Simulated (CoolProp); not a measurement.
Vapour-liquid equilibrium of R13 (1) + n-butane (2) at 0.39 MPa; x and y are mole fractions of (1).

Computed with CoolProp (multi-fluid Helmholtz-energy mixture model, Platzer 1990 and Bücker 2006; pair parameters Bell 2016). This equation is an older, rougher fit; its heat capacities, sound speeds and derivatives of the liquid may be far off and weren't checked against measurements.

**Question.** Give the bubble temperature and the first vapour's composition at x = 0.05, 0.35, 0.65. Is there an azeotrope?

**Answer.** x = 0.05: 17.2 °C, y = 0.508; x = 0.35: -32.2 °C, y = 0.944; x = 0.65: -43.0 °C, y = 0.976. No azeotrope shows between x = 0.05 and 0.95.

Pair parameters are fitted to limited data, so mixtures are less certain than the pure fluids. With so large a gap from Raoult's law the liquid may split in two, which this calculation doesn't test in full.
